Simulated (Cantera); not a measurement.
An adiabatic, constant-pressure homogeneous reactor starts with H₂ : O₂ : N₂ = 1 : 0.806 : 3.03 (molar parts), equivalence ratio 0.62, at 1050 K and 0.250 bar. Integrator tolerance rtol = 1e-08.

Computed with Cantera and GRI-Mech 3.0 (53 species, 325 reactions).

Question: What does this change do: initial temperature 1050 to 1175 K?

Answer: 
```tsv
quantity	before	after
time of steepest temperature rise	0.434 ms	0.203 ms
temperature at 1.00 s	2373 K	2437 K
equilibrium temperature	2373 K	2437 K
x(H₂) at 1.00 s	0.00535 (gas-phase equilibrium 0.00535)	0.00738 (gas-phase equilibrium 0.00738)
x(O₂) at 1.00 s	0.0629 (gas-phase equilibrium 0.0629)	0.0618 (gas-phase equilibrium 0.0618)
x(NO) at 1.00 s	0.00932 (gas-phase equilibrium 0.00932)	0.0104 (gas-phase equilibrium 0.0104)
x(H₂O₂) at 1.00 s	1.42e-7 (gas-phase equilibrium 1.42e-7)	1.60e-7 (gas-phase equilibrium 1.60e-7)
x(O) at 1.00 s	0.00378 (gas-phase equilibrium 0.00378)	0.00527 (gas-phase equilibrium 0.00527)
x(NO₂) at 1.00 s	2.60e-6 (gas-phase equilibrium 2.60e-6)	2.68e-6 (gas-phase equilibrium 2.68e-6)
```

Question: What does this change do: pressure from 0.250 bar to 10.0 bar?

Answer: 
| quantity | before | after |
|---|---|---|
| time of steepest temperature rise | 0.434 ms | 3.41 ms |
| temperature at 1.00 s | 2373 K | 2456 K |
| equilibrium temperature | 2373 K | 2456 K |
| x(H₂) at 1.00 s | 0.00535 (gas-phase equilibrium 0.00535) | 0.00136 (gas-phase equilibrium 0.00136) |
| x(O₂) at 1.00 s | 0.0629 (gas-phase equilibrium 0.0629) | 0.0632 (gas-phase equilibrium 0.0632) |
| x(NO) at 1.00 s | 0.00932 (gas-phase equilibrium 0.00932) | 0.0109 (gas-phase equilibrium 0.0109) |
| x(H₂O₂) at 1.00 s | 1.42e-7 (gas-phase equilibrium 1.42e-7) | 1.14e-6 (gas-phase equilibrium 1.14e-6) |
| x(O) at 1.00 s | 0.00378 (gas-phase equilibrium 0.00378) | 0.000927 (gas-phase equilibrium 0.000927) |
| x(NO₂) at 1.00 s | 2.60e-6 (gas-phase equilibrium 2.60e-6) | 1.77e-5 (gas-phase equilibrium 1.77e-5) |
The hydrogen kinetics of GRI-Mech 3.0 are dated; newer H2 mechanisms differ, most at raised pressure.
